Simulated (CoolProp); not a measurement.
Water along the isobar 228 bar: fugacity coefficient from the reference equation and from simpler models built on Tc = 647.1 K, pc = 220.6 bar, ω = 0.344; each cubic takes its own stable root.

Model: reference Helmholtz-energy equation of state, Wagner 2002, in CoolProp.

```
T (K)          phase  reference
-----  -------------  ---------
512.8         liquid     0.1405
535.2         liquid     0.1963
557.6         liquid     0.2642
580           liquid     0.3439
602.3         liquid     0.4341
624.7         liquid     0.5330
647.1  supercritical     0.6349
669.5  supercritical     0.6949
691.9  supercritical     0.7352
```

How far does each simpler model (van der Waals, Redlich-Kwong) lie from the reference over these 9 states: mean and median of the absolute difference, and the worst?


- van der Waals: mean 46.2 %, median 30.7 %, worst +139.6 % at 512.8 K and 228 bar
- Redlich-Kwong: mean 19.8 %, median 15.0 %, worst +54.2 % at 512.8 K and 228 bar
